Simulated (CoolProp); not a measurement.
A single-stage vapour-compression cycle with chlorine: evaporating at 272.15 K (dew point), condensing at 307.15 K (bubble point), superheat 10 K, subcooling 2 K, compressor efficiency 0.9, no pressure losses. Each further row changes one setting.

The numbers come from the reference Helmholtz-energy equation of state, Thol 2021 in CoolProp.

```tsv
case	cooling COP	pressure ratio	discharge temperature (K)	refrigerating effect (kJ/kg)	volumetric capacity (kJ/m³)
as stated	6.01	2.76	370.3	240	2730
evaporating temperature 277.15 K	7.27	2.35	361.1	241	3200
condensing temperature 302.15 K	7.15	2.42	357.9	245	2790
subcooling 7 K	6.14	2.76	370.3	245	2790
superheat 20 K	5.90	2.76	382.9	245	2680
compressor efficiency 0.8	5.34	2.76	379.3	240	2730
```
